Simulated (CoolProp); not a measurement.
A Linde-Hampson liquefier for ethylene: isothermal reversible compression at 320 K from 1 atm to 5 MPa, throttling to 1 atm, return gas leaving the recuperator 10 K below the feed. Each further row changes one setting.

The numbers come from the reference Helmholtz-energy equation of state, Smukala 2000 in CoolProp.

| case | liquid yield per pass | compression work (kJ/kg of gas) |
|---|---|---|
| as stated | ? | 347 |
| high pressure 10 MPa | 0.304 | ? |
| warm-end temperature 350 K | ? | ? |
| warm-end gap 15 K | 0.089 | 347 |

Q: Some entries are withheld; supply them.

A: 
- as stated, liquid yield per pass: 0.100
- high pressure 10 MPa, compression work (kJ/kg of gas): 386
- warm-end temperature 350 K, liquid yield per pass: 0.066
- warm-end temperature 350 K, compression work (kJ/kg of gas): 387
